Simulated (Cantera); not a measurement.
## Carbothermic reduction: MgO + CH4 + CO

Input: 1 mol MgO, 3.5 mol CH4, 0.16 mol CO, equilibrated at 1.00 bar.

These are equilibrium values from Cantera (NASA tables, ideal gas, pure condensed phases), not measurements of a reactor. Candidate condensed phases: C, C6H6, C7H8, C8H18, H2O, Mg, MgCO3, MgO, Mg(OH)2; 116 gas species. The tables' values for MgH are old estimates; treat these amounts as uncertain. Kinetics and transport are ignored.

```tsv
T (K)	log p H2	log p CO	log p Mg	log p H	log p CH4	log p C2H2 (acetylene)	log p MgH	log p H2O	n C(graphite)	n MgO(s)
1500	-0.01	-1.65	-4.58	-4.76	-2.61	-5.06	-6.57	-4.43	3.48	1.000
1575	-0.01	-1.65	-3.56	-4.39	-2.76	-4.69	-5.52	-4.64	3.49	0.998
1650	-0.01	-1.61	-2.67	-4.05	-2.90	-4.35	-4.59	-4.82	3.47	0.984
1725	-0.02	-1.48	-1.95	-3.74	-3.04	-4.06	-3.86	-4.88	3.41	0.917
1800	-0.04	-1.23	-1.43	-3.47	-3.20	-3.80	-3.32	-4.82	3.20	0.706
1875	-0.11	-0.93	-1.01	-3.24	-3.43	-3.60	-2.91	-4.74	2.62	0.125
1950	-0.12	-0.90	-0.97	-3.00	-3.55	-3.38	-2.85	-4.86	2.49	0
2025	-0.12	-0.90	-0.97	-2.77	-3.64	-3.16	-2.83	-4.99	2.49	0
2100	-0.12	-0.90	-0.97	-2.57	-3.72	-2.96	-2.81	-5.11	2.48	0
2175	-0.12	-0.90	-0.97	-2.37	-3.80	-2.77	-2.79	-5.23	2.47	0
```
log p: log10 of the partial pressure in bar; n: condensed amount in mol.

From 1500 K to 1875 K the condensed part is C(graphite) + MgO(s). From 1950 K to 2175 K the condensed part is C(graphite). The main Mg-bearing gas is Mg throughout.
